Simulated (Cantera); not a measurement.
An isothermal, constant-pressure homogeneous reactor starts with H2 : O2 = 0.05 : 1 (molar parts), equivalence ratio 0.025, at 1300 K and 0.0330 bar.

Model: the H2/O2 subset of GRI-Mech 3.0, which has no nitrogen chemistry, integrated in Cantera. Radical loss at walls, strong at low pressure, is not modelled. The temperature is held fixed by assumption; the heat of reaction is taken as removed at once.

x: mole fraction; the columns are a selection and need not sum to one.

```
t (s)         x H2   x O2       x O       x H    x H2O    x H2O2
--------  --------  -----  --------  --------  -------  --------
0.000200    0.0476  0.952   1.46e-6   5.98e-7  1.94e-6  2.48e-10
0.000446    0.0470  0.952       [?]       [?]      [?]       [?]
0.000993   0.00143  0.915    0.0311   0.00681   0.0402   2.30e-7
0.00221   0.000701  0.918    0.0294   0.00498   0.0425   1.67e-7
0.00493   0.000551  0.926    0.0226   0.00338   0.0440   1.64e-7
0.0110    0.000339  0.936    0.0136   0.00158   0.0458   1.52e-7
0.0245    0.000146  0.945   0.00570  0.000432   0.0473   1.21e-7
0.0546     4.43e-5  0.949   0.00172   7.18e-5   0.0481   7.71e-8
0.122          [?]  0.951       [?]       [?]   0.0485       [?]
0.271      2.85e-6  0.951  0.000111   1.19e-6   0.0486   1.78e-8
0.604      7.94e-7  0.951   3.11e-5   1.76e-7   0.0487   7.47e-9
1.35       2.51e-7  0.951   9.87e-6   3.14e-8   0.0487   3.10e-9
3.00       9.00e-8  0.951   3.56e-6   6.81e-9   0.0488   1.34e-9
```

Question: Complete the blanks.

Answer: 
- 0.000446, x O: 0.000330
- 0.000446, x H: 0.000134
- 0.000446, x H2O: 0.000466
- 0.000446, x H2O2: 3.15e-9
- 0.122, x H2: 1.13e-5
- 0.122, x O: 0.000438
- 0.122, x H: 9.24e-6
- 0.122, x H2O2: 3.97e-8
